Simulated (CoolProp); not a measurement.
Vapour-liquid equilibrium of R125 (1) + isobutane (2) at -2.85 °C; x and y are mole fractions of (1).

The numbers come from the multi-fluid Helmholtz-energy mixture model, Lemmon 2005 and Bücker 2006; pair parameters Bell 2016 in CoolProp.

Give the bubble pressure and the first vapour's composition at x = 0.125, 0.275, 0.725. Is there an azeotrope?

x = 0.125: 325.6 kPa, y = 0.588; x = 0.275: 458.0 kPa, y = 0.730; x = 0.725: 590.3 kPa, y = 0.846. y crosses x between x = 0.875 and 0.95: the model has an azeotrope there.

The pair parameters rest on a limited set of measurements; away from them the model extrapolates. With so large a gap from Raoult's law the liquid may split in two, which this calculation doesn't test in full.
